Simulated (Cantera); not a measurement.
A closed system holds: 1 mol trisilylamine, 0.41 mol NH3, 17 mol H2, equilibrated at 27.0 Torr.

Cantera equilibrium calculation (NASA polynomials, part measured and part estimated; ideal gas, pure solids and liquids). Candidate condensed phases: Si, Si3N4; 18 gas species. The feed counts by its element totals alone. Mutual solubility and eutectic melting of coexisting phases are not modelled. Gases not in the tables: Si2H6 and higher silanes. The numbers say what is thermodynamically allowed, not how fast it happens.

x: gas mole fraction; n: condensed amount in mol.

| T (K) | x H2 | x N2 | x H | x Si | x SiH2 | n Si(s) | n Si3N4(s) | n Si(l) |
|---|---|---|---|---|---|---|---|---|
| 1173 | 1.000 | 3.36e-7 | 6.21e-7 | 1.38e-11 | (withheld) | 1.94 | 0.352 | 0 |
| 1223 | 1.000 | 1.59e-6 | 1.58e-6 | 8.94e-11 | (withheld) | 1.94 | 0.352 | 0 |
| 1273 | 1.000 | 6.68e-6 | 3.76e-6 | 5.01e-10 | (withheld) | 1.94 | 0.352 | 0 |
| 1323 | 1.000 | 2.51e-5 | 8.36e-6 | 2.46e-9 | (withheld) | 1.94 | 0.352 | 0 |
| 1373 | 1.000 | 8.53e-5 | 1.75e-5 | 1.08e-8 | (withheld) | 1.95 | 0.352 | 0 |
| 1423 | 1.000 | 0.000266 | 3.50e-5 | 4.24e-8 | (withheld) | 1.95 | 0.350 | 0 |
| 1473 | 0.999 | 0.000766 | 6.66e-5 | 1.52e-7 | (withheld) | 1.97 | 0.344 | 0 |
| 1523 | 0.998 | 0.00206 | 0.000122 | 5.01e-7 | (withheld) | 2.01 | 0.330 | 0 |
| 1573 | 0.995 | 0.00517 | 0.000214 | 1.53e-6 | (withheld) | 2.11 | 0.295 | 0 |
| 1623 | 0.987 | 0.0123 | 0.000362 | 4.35e-6 | (withheld) | 2.35 | 0.215 | 0 |
| 1673 | 0.972 | 0.0276 | 0.000592 | 1.16e-5 | (withheld) | 2.89 | 0.0380 | 0 |
| 1723 | 0.968 | 0.0309 | 0.000946 | 2.73e-5 | (withheld) | 0 | 0 | 3.00 |
| 1773 | 0.968 | 0.0309 | 0.00147 | 5.92e-5 | (withheld) | 0 | 0 | 3.00 |
| 1823 | 0.967 | 0.0309 | 0.00225 | 0.000123 | (withheld) | 0 | 0 | 3.00 |

**Question.** Some entries are withheld; supply them.

**Answer.** 
- 1173, x SiH2: 6.81e-9
- 1223, x SiH2: 1.87e-8
- 1273, x SiH2: 4.76e-8
- 1323, x SiH2: 1.13e-7
- 1373, x SiH2: 2.51e-7
- 1423, x SiH2: 5.26e-7
- 1473, x SiH2: 1.05e-6
- 1523, x SiH2: 2.00e-6
- 1573, x SiH2: 3.65e-6
- 1623, x SiH2: 6.39e-6
- 1673, x SiH2: 1.07e-5
- 1723, x SiH2: 1.64e-5
- 1773, x SiH2: 2.39e-5
- 1823, x SiH2: 3.40e-5
